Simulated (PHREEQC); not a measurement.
Dissolve 0.26 mol NaOH, 6.6e-06 mol H4SiO4 and 0.086 mol K3PO4 per kg of water at 25 °C. It is in equilibrium with CO2 at log p = -3.5 (atm). Otherwise closed; pH follows from the charge balance.

Equilibrium calculation in PHREEQC: ion-association model, wateq4f.dat.

No solid was allowed to form.

### Question
Predict the pH.

### Answer
pH 9.94.

### Question
In which forms is C present?

### Answer
CO3-2 38 %, NaCO3- 30 %, HCO3- 30 %, NaHCO3 1.3 % of the C.

H3PO4, which wateq4f.dat lacks, is added to it with the constant of phreeqc.dat.
